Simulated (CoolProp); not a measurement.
The numbers come from the reference Helmholtz-energy equation of state, Colonna 2008 in CoolProp. It is a short technical equation, of lower accuracy than the large ones.

For dodecamethylcyclohexasiloxane (D6), give the phase and the density (kg/m³), Joule-Thomson coefficient (K/MPa), isothermal compressibility (1/MPa), expansivity (1/kK) at 346.85 °C and 267 kPa.


- 346.85 °C and 267 kPa: gas; density 26.9, Joule-Thomson coefficient 12.3, isothermal compressibility 4.41, expansivity 2.66
